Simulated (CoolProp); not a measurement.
Computed with CoolProp (reference Helmholtz-energy equation of state, Thol 2017).

Q: For octamethyltrisiloxane (MDM), give the phase and the density (kg/m³), speed of sound (m/s), fugacity coefficient at 252.55 °C and 2.35 MPa.

A: 
- 252.55 °C and 2.35 MPa: liquid; density 545, speed of sound 273, fugacity coefficient 0.295
